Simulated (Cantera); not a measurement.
Cantera run:

```python
import numpy as np
import cantera as ct

gas_names = """
    CL CL2 H HCL H2 Si SiCL SiCL2 SiCL3 SiCL4 SiH SiHCL3 SiH2 SiH2CL2 SiH3 SiH3CL SiH4 Si2 Si3
""".split()
cond_names = """
    Si(cr) Si(L)
""".split()


# ... load() reads the species with a 1 bar reference pressure and builds the phases ...
atoms = {
    'Si': {'Si': 1},
    'HCl': {'H': 1, 'CL': 1},
    'H2': {'H': 2},
}
top_T = {}  # K; cautious upper limits of use, not melting points


# ... equilibrate(T, P, feed) seeds the gas with the atoms and calls Mixture.equilibrate('TP', solver="vcs", rtol=1e-11, max_steps=5000) ...
results = []
feed = {'Si': 1, 'HCl': 2, 'H2': 9.9}  # mol
T = 1223.15  # K
P = 1000  # Pa
mix = equilibrate(T, P, feed)
results.append((T, P, feed, dict(zip(mix.species_names, mix.species_moles))))
x = sorted(zip(gas.X, gas.species_names), reverse=True)
print(f"T = {T:g} K  P = {P:g} Pa  gas = {mix.phase_moles(0):.4g} mol")
print("   x: " + "  ".join(f"{s} {v:.3e}" for v, s in x if v > 0.001))
print("   condensed (mol): " + ("  ".join(f"{mix.phase(i).name} {mix.phase_moles(i):.4g}"
      for i in range(1, mix.n_phases) if mix.phase_moles(i) > 1e-12) or "none"))
```

It prints:

```
T = 1223.15 K  P = 1000 Pa  gas = 11.77 mol
   x: H2 8.823e-01  HCL 8.496e-02  SiCL2 1.991e-02  SiCL4 6.601e-03  SiCL3 4.061e-03  SiHCL3 2.118e-03
   condensed (mol): Si(cr) 0.6141
```

These are equilibrium values from Cantera (NASA tables, ideal gas, pure condensed phases), not measurements of a reactor. The tables' values for SiCl3 are old estimates; treat these amounts as uncertain.
